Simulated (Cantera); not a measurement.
A closed system holds: 1 mol V₂O₅, 1400 mol H₂, 3.7 mol N₂, held at 0.370 bar.

Equilibrium computed with Cantera from the NASA thermochemical tables; the gas is ideal and each condensed phase is pure. Candidate condensed phases: H₂O, V, VN, VO, V₂O₃, V₂O₄, V₂O₅; 28 gas species. VO: taken at fixed stoichiometry. Rates play no part.

Problem. At 1623 K, list the 4 most abundant gas species with their mole fractions, and the condensed phases.

Solution. H₂ 0.995, N₂ 0.00264, H₂O 0.00214, H 0.000113. Condensed: VO(s).
